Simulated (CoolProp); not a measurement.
n-perfluorohexane along the isobar 3.18 MPa: fugacity coefficient from the reference equation and from simpler models built on Tc = 448.0 K, pc = 1.742 MPa, ω = 0.497; each cubic takes its own stable root.

Model: reference Helmholtz-energy equation of state, Gao 2022, in CoolProp.

| T (K) | phase | reference | Redlich-Kwong | Soave-Redlich-Kwong | Peng-Robinson |
|---|---|---|---|---|---|
| 230.1 | liquid | 0.0001950 | 0.002550 | 0.0002127 | 0.0002307 |
| 253 | liquid | 0.001065 | 0.007973 | 0.001125 | 0.001168 |
| 275.9 | liquid | 0.004079 | 0.01955 | 0.004247 | 0.004274 |
| 298.8 | liquid | 0.01197 | 0.04007 | 0.01243 | 0.01224 |
| 321.7 | liquid | (withheld) | 0.07170 | (withheld) | 0.02895 |
| 344.6 | liquid | 0.05851 | 0.1155 | (withheld) | 0.05888 |
| 367.5 | liquid | 0.1052 | 0.1713 | 0.1109 | 0.1059 |
| 390.4 | liquid | 0.1705 | 0.2375 | 0.1810 | 0.1723 |

Task: Some entries are withheld; supply them.

Result: 
- 321.7, reference: 0.02867
- 321.7, Soave-Redlich-Kwong: 0.02984
- 344.6, Soave-Redlich-Kwong: 0.06128
